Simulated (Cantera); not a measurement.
Input (Python, Cantera) and output of one run.

```python
import numpy as np
import cantera as ct

gas_names = """
    CL CL2 Cs CsCL Cs2 Cs2CL2 H HCL H2
""".split()
cond_names = """
    Cs(cr) Cs(L) CsCL(a) CsCL(b) CsCL(L)
""".split()


def load(file, names, dense=False):
    # The tables refer to 1 bar. Condensed volumes are neglected.
    table = {s.name: s for s in ct.Species.list_from_file(file)}
    out = []
    for n in names:
        d = dict(table[n].input_data)
        d["thermo"] = dict(d["thermo"], **{"reference-pressure": 1e5})
        if dense:
            d["equation-of-state"] = {"model": "constant-volume", "density": "1e6 g/cm^3"}
        out.append(ct.Species.from_dict(d))
    return out


gas = ct.Solution(thermo="ideal-gas", species=load("nasa_gas.yaml", gas_names))
cond = {s.name: ct.Solution(thermo="fixed-stoichiometry", species=[s], name=s.name)
        for s in load("nasa_condensed.yaml", cond_names, dense=True)}
atoms = {
    'CsCl': {'Cs': 1, 'CL': 1},
    'H2': {'H': 2},
}
top_T = {}  # K; cautious upper limits of use, not melting points


def equilibrate(T, P, feed):
    n = {}
    for name, mol in feed.items():
        for a, k in atoms[name].items():
            n[a] = n.get(a, 0.0) + k * mol
    gas.TPX = T, P, n
    mass = sum(n.values()) * gas.mean_molecular_weight
    gas.equilibrate("TP")
    valid = [c for c in cond.values() if c.min_temp <= T <= top_T.get(c.name, c.max_temp)]
    mix = ct.Mixture([(gas, mass / gas.mean_molecular_weight)] + [(c, 0.0) for c in valid])
    mix.T, mix.P = T, P
    mix.equilibrate("TP", solver="vcs", rtol=1e-11, max_steps=5000)
    return mix


results = []
feed = {'CsCl': 1, 'H2': 1}  # mol
P = 0.12  # Pa
for T in [825, 900, 975, 1050, 1125, 1200, 1275, 1350, 1425, 1500, 1575, 1650]:
    mix = equilibrate(T, P, feed)
    results.append((T, P, feed, dict(zip(mix.species_names, mix.species_moles))))

top = {s: max(r[3][s] / sum(r[3][g] for g in gas_names) for r in results) for s in gas_names}
cols = sorted((s for s in top if top[s] > 1e-06), key=lambda s: -top[s])[:5]
seen = [c for c in cond_names if any(r[3].get(c, 0) > 1e-12 for r in results)]
print("log10 of partial pressures in bar; condensed amounts in mol")
print(f"{'T/K':>10s}" + "".join(f"{s[:9]:>10s}" for s in cols + seen))
for T, P, feed, n in results:
    ng = sum(n[g] for g in gas_names)
    print(f"{T:10.4g}" + "".join(f"{np.log10(max(n[s] / ng * P / 1e5, 1e-99)):10.3f}" for s in cols)
          + "".join(f"{n.get(c, 0):10.4g}" for c in seen))
```

Result:

```
log10 of partial pressures in bar; condensed amounts in mol
       T/K        H2      CsCL         H        Cs       HCL
       825    -6.215    -6.244   -14.208   -10.724   -10.724
       900    -6.221    -6.225   -13.043   -10.127   -10.127
       975    -6.222    -6.223   -12.053    -9.627    -9.627
      1050    -6.222    -6.223   -11.202    -9.200    -9.200
      1125    -6.223    -6.223   -10.464    -8.831    -8.831
      1200    -6.224    -6.225    -9.817    -8.508    -8.508
      1275    -6.225    -6.227    -9.245    -8.224    -8.225
      1350    -6.229    -6.232    -8.737    -7.973    -7.974
      1425    -6.234    -6.239    -8.283    -7.750    -7.753
      1500    -6.245    -6.251    -7.877    -7.552    -7.560
      1575    -6.263    -6.268    -7.513    -7.375    -7.394
      1650    -6.295    -6.295    -7.189    -7.217    -7.259
```

These are equilibrium values from Cantera (NASA tables, ideal gas, pure condensed phases), not measurements of a reactor.
